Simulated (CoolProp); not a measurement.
Properties of R1132(E) along the isotherm 400 K.

Values from CoolProp's reference Helmholtz-energy equation of state, Akasaka 2024.

```tsv
p (MPa)	phase	Z	cp (kJ/(kg K))	speed of sound (m/s)	expansivity (1/kK)
0.0206	gas	0.9991	1.110	242.4	2.508
0.032	gas	0.9987	1.110	242.3	2.512
0.0498	gas	0.9979	1.111	242.2	2.519
0.0776	gas	0.9968	1.112	242.0	2.529
0.121	gas	0.9950	1.114	241.7	2.546
0.188	gas	0.9922	1.117	241.2	2.572
0.293	gas	0.9877	1.121	240.4	2.613
0.456	gas	0.9809	1.128	239.2	2.679
0.71	gas	0.9700	1.140	237.4	2.787
1.11	gas	0.9527	1.159	234.4	2.968
1.72	gas	0.9258	1.192	229.8	3.277
2.68	gas	0.8817	1.255	222.5	3.861
4.17	gas	0.8091	1.388	210.9	5.106
6.5	supercritical	0.6845	1.759	193.7	8.516
```
